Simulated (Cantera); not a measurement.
Source: NASA polynomial tables (part measured, part estimated), evaluated in Cantera. Values are per mole of reaction as written; species without (g) are pure solids or liquids, kept so even where they would boil at 1 bar.

2 Pb + S2(g) ⇌ 2 PbS(g), with ΔH° = 135.2 kJ and ΔS° = 144.8 J/K at 300 K.

Question: How far is the shortcut ΔG° ≈ ΔH°(300 K) − T·ΔS°(300 K) from the full temperature-dependent value at 823, 898, 973, 1048, 1123, 1198, 1273 K?

Answer: 
```csv
T (K),shortcut (kJ),full (kJ),difference (kJ),difference in log10 K,condensed phases
823,16.0,25.2,-9.2,0.58,Pb(l)
898,5.1,17.1,-11.9,0.69,Pb(l)
973,-5.8,9.1,-14.8,0.80,Pb(l)
1048,-16.6,1.2,-17.8,0.89,Pb(l)
1123,-27.5,-6.5,-20.9,0.97,Pb(l)
1198,-38.3,-14.2,-24.2,1.05,Pb(l)
1273,-49.2,-21.7,-27.5,1.13,Pb(l)
```
The shortcut ignores heat capacities and the phase changes listed.
